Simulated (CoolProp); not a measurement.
Vapour pressure (bar) of dodecamethylpentasiloxane (MD3M): the reference equation beside estimates from Tc = 628.0 K, pc = 9.540 bar, ω = 0.730. Clausius-Clapeyron is anchored at 434.3 K with a constant enthalpy of vaporisation of 51.54 kJ/mol.

Computed with CoolProp (reference Helmholtz-energy equation of state, Thol 2019).

```csv
T (K),reference,Clausius-Clapeyron,Soave-Redlich-Kwong,Peng-Robinson
418.8,0.08586,0.08786,0.08646,0.09208
423.9,0.1036,___,0.1042,___
429.1,0.1246,0.1253,0.1252,0.1320
434.3,0.1490,0.1490,0.1496,___
439.5,0.1772,0.1764,0.1779,0.1858
444.7,0.2096,0.2081,0.2103,0.2187
449.9,0.2466,0.2444,0.2475,0.2563
455.1,___,0.2861,0.2898,___
460.3,0.3364,0.3337,0.3378,0.3474
```

Q: Some entries are withheld; supply them.

A: 
- 423.9, Clausius-Clapeyron: 0.1050
- 423.9, Peng-Robinson: 0.1103
- 434.3, Peng-Robinson: 0.1570
- 455.1, reference: 0.2887
- 455.1, Peng-Robinson: 0.2990

Absolute difference from the reference over all 9 rows, mean and median: Clausius-Clapeyron 0.9 and 0.8 %, Soave-Redlich-Kwong 0.5 and 0.4 %, Peng-Robinson 5.0 and 4.9 %.
